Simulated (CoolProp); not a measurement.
cis-2-butene along the isobar 0.47 MPa: density (kg/m³) from the reference equation and from simpler models built on Tc = 435.8 K, pc = 4.236 MPa, ω = 0.202; each cubic takes its own stable root.

Values from CoolProp's reference Helmholtz-energy equation of state, Lemmon 2005. It is a short technical equation, of lower accuracy than the large ones.

```json
[
 {"T (K)": "434.7", "phase": "gas", "reference": "7.600", "Soave-Redlich-Kwong": "7.593", "Peng-Robinson": "7.626"},
 {"T (K)": "443.7", "phase": "gas", "reference": "7.425", "Soave-Redlich-Kwong": "7.418", "Peng-Robinson": "7.450"},
 {"T (K)": "452.7", "phase": "gas", "reference": "7.259", "Soave-Redlich-Kwong": "7.253", "Peng-Robinson": "7.283"},
 {"T (K)": "461.8", "phase": "gas", "reference": "7.099", "Soave-Redlich-Kwong": "7.093", "Peng-Robinson": "7.122"},
 {"T (K)": "470.8", "phase": "gas", "reference": "6.949", "Soave-Redlich-Kwong": "6.943", "Peng-Robinson": "6.971"},
 {"T (K)": "479.8", "phase": "gas", "reference": "6.805", "Soave-Redlich-Kwong": "6.799", "Peng-Robinson": "6.826"},
 {"T (K)": "488.9", "phase": "gas", "reference": "6.666", "Soave-Redlich-Kwong": "6.660", "Peng-Robinson": "6.686"},
 {"T (K)": "497.9", "phase": "gas", "reference": "6.535", "Soave-Redlich-Kwong": "6.529", "Peng-Robinson": "6.553"},
 {"T (K)": "506.9", "phase": "gas", "reference": "6.409", "Soave-Redlich-Kwong": "6.402", "Peng-Robinson": "6.426"},
 {"T (K)": "516", "phase": "gas", "reference": "6.287", "Soave-Redlich-Kwong": "6.280", "Peng-Robinson": "6.303"},
 {"T (K)": "525", "phase": "gas", "reference": "6.171", "Soave-Redlich-Kwong": "6.164", "Peng-Robinson": "6.186"}
]
```
